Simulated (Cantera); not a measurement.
## Pyrogenic steam for wet oxidation

An isothermal, constant-pressure homogeneous reactor starts with H₂ : O₂ : N₂ = 0.51 : 1 : 1.5 (molar parts), at 998 K and 143 Torr.

Cantera simulation using GRI-Mech 3.0 (53 species, 325 reactions); the numbers are that mechanism's predictions, not measurements. The temperature is held fixed by assumption; the heat of reaction is taken as removed at once.

```json
[
 {"t (s)": "1.00e-5", "x H₂": "0.169", "x O₂": "0.332", "x H": "7.11e-11", "x NO": "<1e-12", "x OH": "5.22e-12", "x HO₂": "7.68e-11"},
 {"t (s)": "3.16e-5", "x H₂": "0.169", "x O₂": "0.332", "x H": "3.07e-10", "x NO": "<1e-12", "x OH": "3.14e-11", "x HO₂": "2.69e-10"},
 {"t (s)": "0.000100", "x H₂": "0.169", "x O₂": "0.332", "x H": "5.15e-9", "x NO": "<1e-12", "x OH": "5.82e-10", "x HO₂": "1.86e-9"},
 {"t (s)": "0.000316", "x H₂": "0.169", "x O₂": "0.332", "x H": "1.53e-5", "x NO": "<1e-12", "x OH": "1.77e-6", "x HO₂": "3.48e-6"},
 {"t (s)": "0.00100", "x H₂": "0.00738", "x O₂": "0.272", "x H": "0.000613", "x NO": "5.01e-7", "x OH": "0.000730", "x HO₂": "6.37e-5"},
 {"t (s)": "0.00316", "x H₂": "0.00171", "x O₂": "0.271", "x H": "1.49e-5", "x NO": "4.89e-7", "x OH": "0.000105", "x HO₂": "2.71e-5"},
 {"t (s)": "0.0100", "x H₂": "0.000492", "x O₂": "0.271", "x H": "1.50e-6", "x NO": "4.57e-7", "x OH": "3.98e-5", "x HO₂": "1.12e-5"},
 {"t (s)": "0.0316", "x H₂": "9.43e-5", "x O₂": "0.270", "x H": "1.30e-7", "x NO": "4.19e-7", "x OH": "1.87e-5", "x HO₂": "2.89e-6"},
 {"t (s)": "0.100", "x H₂": "8.03e-6", "x O₂": "0.270", "x H": "5.58e-9", "x NO": "4.20e-7", "x OH": "8.87e-6", "x HO₂": "3.09e-7"},
 {"t (s)": "0.316", "x H₂": "2.60e-7", "x O₂": "0.270", "x H": "1.52e-10", "x NO": "4.63e-7", "x OH": "3.87e-6", "x HO₂": "2.19e-8"},
 {"t (s)": "1.00", "x H₂": "4.69e-9", "x O₂": "0.270", "x H": "1.09e-11", "x NO": "4.92e-7", "x OH": "1.86e-6", "x HO₂": "3.67e-9"}
]
```
x: mole fraction; the columns are a selection and need not sum to one.

Equilibrium at this temperature and pressure: H₂ 6.77e-11, O₂ 0.270, H <1e-12, NO 2.90e-5, OH 2.43e-7, HO₂ 9.79e-10 (gas phase only).
